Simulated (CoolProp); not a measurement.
Vapour-liquid equilibrium of m-xylene (1) + n-decane (2) at 437.4 K; x and y are mole fractions of (1).

Values from CoolProp's multi-fluid Helmholtz-energy mixture model, Zhou 2012 and Lemmon 2006; pair parameters Bell 2016.

Task: Give the bubble pressure and the first vapour's composition at x = 0.05, 0.25, 0.35. Is there an azeotrope?

Result: x = 0.05: 0.8437 bar, y = 0.114; x = 0.25: 1.074 bar, y = 0.439; x = 0.35: 1.185 bar, y = 0.554. No azeotrope shows between x = 0.05 and 0.95.

The pair parameters rest on a limited set of measurements; away from them the model extrapolates.
